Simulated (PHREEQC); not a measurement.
# Spent oxide etchant (model solution)

A solution holds 0.0042 mol/kgw NH4HF2, 8.1e-05 mol/kgw H2SiF6 and 0.005 mol/kgw HBF4, at 25 °C. Closed to the air; pH follows from the charge balance.

All values are PHREEQC results (ion-association model, phreeqc.dat), not measurements.

Each row changes one thing in this solution. No solid was allowed to form.

| case | pH | ionic strength (mol/kgw) | HF (mol/kgw) | BF4- (mol/kgw) | F- (mol/kgw) | BF3OH- (mol/kgw) | SI of Quartz (SiO2) |
|---|---|---|---|---|---|---|---|
| as made | 2.58 | 0.00715 | 0.00711 | 0.00460 | 0.00197 | 0.000238 | -3.66 |
| diluted 100-fold with water | 3.74 | 0.000228 | 6.12e-5 | 1.47e-10 | 0.000228 | 8.85e-10 | -2.11 |
| 0.0025 mol/kgw TMAH added | 2.85 | 0.00832 | 0.00601 | 0.00454 | 0.00312 | (withheld) | -3.77 |
| diluted 10-fold with water | 3.09 | 0.00127 | 0.00135 | 6.43e-5 | 0.00115 | 1.75e-5 | -1.50 |
| HBF4 from 0.005 to 0.0005 mol/kgw | 3.15 | 0.00504 | 0.00417 | 0.000426 | 0.00425 | 3.75e-5 | -3.39 |
| NH4HF2 replaced by NaBF4 at the same molality | 2.36 | 0.00905 | 0.00496 | 0.00726 | 0.000838 | 0.000538 | -2.30 |
| temperature from 25 to 80 °C | 2.79 | 0.00603 | 0.0114 | 0.00340 | 0.00173 | 0.000344 | -1.43 |
| HBF4 from 0.005 to 0.0025 mol/kgw | 2.86 | 0.00576 | (withheld) | 0.00225 | 0.00302 | 0.000144 | -3.65 |

### Question
Some entries are withheld; supply them.

### Answer

- 0.0025 mol/kgw TMAH added, BF3OH- (mol/kgw): 0.000278
- HBF4 from 0.005 to 0.0025 mol/kgw, HF (mol/kgw): 0.00574

Species that the database lacks are ignored. (CH3)4N+ isn't in the database: it is added as a free cation with an ion size of 4 Å. Away from 25 °C the constants follow the database's enthalpies or fits; those with neither stay at their 25 °C values. SiF6-2 is the database's only silicon fluoride. Real BF4- forms and hydrolyses slowly; the run takes it at equilibrium.
